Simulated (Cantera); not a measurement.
A closed system holds: 1 mol Si₃N₄, 0.19 mol N₂O, 90 mol N₂, at 83.0 Pa.

Method: chemical equilibrium by Gibbs-energy minimisation in Cantera with the NASA 1993 tables (ideal gas, pure condensed phases). Candidate condensed phases: Si, SiO₂, Si₂N₂O, Si₃N₄; 16 gas species. The tables' values for SiN are old estimates; treat these amounts as uncertain. Kinetics and transport are ignored. All values below are at 1773 K.

Base state: N₂ 0.995, Si 0.00257, SiO 0.00205, Si₂N 5.87e-5, SiN 3.54e-5, Si₂ 1.43e-5 (mole fractions); condensed: Si(l).

Task: What changes in the equilibrium state with this change: 0.24 mol NH₃ added?

Result: 
```tsv
species	before	after
N₂	0.995	0.991
H₂	0	0.00357
Si	0.00257	0.00257
H	0	0.000590
SiO	0.00205	0.00204
Si₂N	5.87e-5	5.86e-5
SiN	3.54e-5	3.53e-5
Si(l), mol	2.55	2.55
```
Further candidate phases: H₂O.
